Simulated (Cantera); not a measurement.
**Gas-phase reforming**

An isothermal, constant-pressure homogeneous reactor starts with 21.3 % CH₄, 78.7 % CO₂, at 1500 K and 100.0 Torr.

Model: GRI-Mech 3.0 (53 species, 325 reactions), integrated in Cantera.

```json
[
 {"t (s)": "2.00e-5", "x CH₄": "0.213", "x CO₂": "0.787", "x C₂H₄": "<1e-12", "x CH₂": "<1e-12", "x O": "<1e-12", "x H": "3.12e-8"},
 {"t (s)": "6.32e-5", "x CH₄": "0.213", "x CO₂": "0.787", "x C₂H₄": "3.49e-11", "x CH₂": "<1e-12", "x O": "<1e-12", "x H": "3.12e-8"},
 {"t (s)": "0.000200", "x CH₄": "0.213", "x CO₂": "0.787", "x C₂H₄": "1.35e-9", "x CH₂": "6.28e-12", "x O": "<1e-12", "x H": "3.12e-8"},
 {"t (s)": "0.000632", "x CH₄": "0.213", "x CO₂": "0.787", "x C₂H₄": "4.49e-8", "x CH₂": "5.87e-11", "x O": "<1e-12", "x H": "3.19e-8"},
 {"t (s)": "0.00200", "x CH₄": "0.213", "x CO₂": "0.787", "x C₂H₄": "1.32e-6", "x CH₂": "4.92e-10", "x O": "<1e-12", "x H": "3.82e-8"},
 {"t (s)": "0.00632", "x CH₄": "0.212", "x CO₂": "0.787", "x C₂H₄": "2.56e-5", "x CH₂": "2.37e-9", "x O": "<1e-12", "x H": "6.91e-8"},
 {"t (s)": "0.0200", "x CH₄": "0.211", "x CO₂": "0.787", "x C₂H₄": "0.000295", "x CH₂": "7.31e-9", "x O": "<1e-12", "x H": "1.96e-7"},
 {"t (s)": "0.0632", "x CH₄": "0.205", "x CO₂": "0.784", "x C₂H₄": "0.00201", "x CH₂": "1.44e-8", "x O": "1.46e-12", "x H": "8.05e-7"},
 {"t (s)": "0.200", "x CH₄": "0.185", "x CO₂": "0.766", "x C₂H₄": "0.00344", "x CH₂": "1.26e-8", "x O": "3.37e-12", "x H": "2.27e-6"},
 {"t (s)": "0.632", "x CH₄": "0.144", "x CO₂": "0.707", "x C₂H₄": "0.00184", "x CH₂": "1.11e-8", "x O": "5.25e-12", "x H": "3.92e-6"},
 {"t (s)": "2.00", "x CH₄": "0.0753", "x CO₂": "0.565", "x C₂H₄": "0.000851", "x CH₂": "1.67e-8", "x O": "8.69e-12", "x H": "4.82e-6"},
 {"t (s)": "6.32", "x CH₄": "0.0183", "x CO₂": "0.408", "x C₂H₄": "0.000226", "x CH₂": "2.25e-8", "x O": "1.77e-11", "x H": "9.73e-6"},
 {"t (s)": "20.0", "x CH₄": "0.0102", "x CO₂": "0.311", "x C₂H₄": "0.000110", "x CH₂": "7.82e-9", "x O": "2.72e-11", "x H": "1.37e-5"},
 {"t (s)": "63.2", "x CH₄": "0.00444", "x CO₂": "0.252", "x C₂H₄": "2.23e-5", "x CH₂": "1.58e-9", "x O": "4.95e-11", "x H": "1.54e-5"},
 {"t (s)": "200", "x CH₄": "0.000330", "x CO₂": "0.235", "x C₂H₄": "1.48e-7", "x CH₂": "7.24e-11", "x O": "6.25e-11", "x H": "1.59e-5"}
]
```
x: mole fraction; the columns are a selection and need not sum to one.

Equilibrium at this temperature and pressure: CH₄ 4.66e-10, CO₂ 0.234, C₂H₄ <1e-12, CH₂ <1e-12, O 7.56e-11, H 1.75e-5 (gas phase only).
